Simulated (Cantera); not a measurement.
# Silicon oxide and oxynitride deposition: TEOS + NO

Input: 1 mol TEOS, 1.1 mol NO, at 9.60 Pa.

Equilibrium computed with Cantera from the NASA thermochemical tables; the gas is ideal and each condensed phase is pure. Candidate condensed phases: C, C6H6, C7H8, C8H18, H2O, Si, SiC, SiO2, Si2N2O, Si3N4; 151 gas species. The feed counts by its element totals alone. Kinetics and transport are ignored.

From 725 K to 825 K the condensed part is C(graphite) + SiO2(α-quartz). From 850 K to 900 K the condensed part is C(graphite) + SiO2(β-quartz).

```json
[
 {"T (K)": "725", "x H2": "0.736", "x CO": "0.214", "x N2": "0.0407", "x CO2": "0.00634", "x H2O": "0.00290", "x CH4": "0.000267", "x HCN": "2.02e-9", "n C(graphite)": "5.02", "n SiO2(α-quartz)": "1.00", "n SiO2(β-quartz)": "0"},
 {"T (K)": "750", "x H2": "0.734", "x CO": "0.221", "x N2": "0.0405", "x CO2": "0.00262", "x H2O": "0.00142", "x CH4": "0.000165", "x HCN": "4.22e-9", "n C(graphite)": "4.95", "n SiO2(α-quartz)": "1.00", "n SiO2(β-quartz)": "0"},
 {"T (K)": "775", "x H2": "0.733", "x CO": "0.225", "x N2": "0.0404", "x CO2": "0.00110", "x H2O": "0.000714", "x CH4": "0.000106", "x HCN": "8.43e-9", "n C(graphite)": "4.92", "n SiO2(α-quartz)": "1.00", "n SiO2(β-quartz)": "0"},
 {"T (K)": "800", "x H2": "0.733", "x CO": "0.226", "x N2": "0.0403", "x CO2": "0.000484", "x H2O": "0.000372", "x CH4": "6.93e-5", "x HCN": "1.61e-8", "n C(graphite)": "4.91", "n SiO2(α-quartz)": "1.00", "n SiO2(β-quartz)": "0"},
 {"T (K)": "825", "x H2": "0.733", "x CO": "0.227", "x N2": "0.0403", "x CO2": "0.000222", "x H2O": "0.000201", "x CH4": "4.66e-5", "x HCN": "2.96e-8", "n C(graphite)": "4.91", "n SiO2(α-quartz)": "1.00", "n SiO2(β-quartz)": "0"},
 {"T (K)": "850", "x H2": "0.733", "x CO": "0.227", "x N2": "0.0403", "x CO2": "0.000106", "x H2O": "0.000113", "x CH4": "3.21e-5", "x HCN": "5.25e-8", "n C(graphite)": "4.90", "n SiO2(α-quartz)": "0", "n SiO2(β-quartz)": "1.00"},
 {"T (K)": "875", "x H2": "0.733", "x CO": "0.227", "x N2": "0.0403", "x CO2": "5.32e-5", "x H2O": "6.51e-5", "x CH4": "2.25e-5", "x HCN": "9.02e-8", "n C(graphite)": "4.90", "n SiO2(α-quartz)": "0", "n SiO2(β-quartz)": "1.00"},
 {"T (K)": "900", "x H2": "0.733", "x CO": "0.227", "x N2": "0.0403", "x CO2": "2.76e-5", "x H2O": "3.88e-5", "x CH4": "1.61e-5", "x HCN": "1.50e-7", "n C(graphite)": "4.90", "n SiO2(α-quartz)": "0", "n SiO2(β-quartz)": "1.00"}
]
```
x: gas mole fraction; n: condensed amount in mol.
